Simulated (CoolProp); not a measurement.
Vapour-liquid equilibrium of n-heptane (1) + ethylbenzene (2) at 172.45 °C; x and y are mole fractions of (1).

Model: multi-fluid Helmholtz-energy mixture model, Span 2003 and Zhou 2012; pair parameters Bell 2016, in CoolProp.

**Question.** Give the bubble pressure and the first vapour's composition at x = 0.15, 0.45, 0.75. Is there an azeotrope?

**Answer.** x = 0.15: 311.5 kPa, y = 0.311; x = 0.45: 421.6 kPa, y = 0.641; x = 0.75: 516.6 kPa, y = 0.850. No azeotrope shows between x = 0.05 and 0.95.

Pair parameters are fitted to limited data, so mixtures are less certain than the pure fluids.
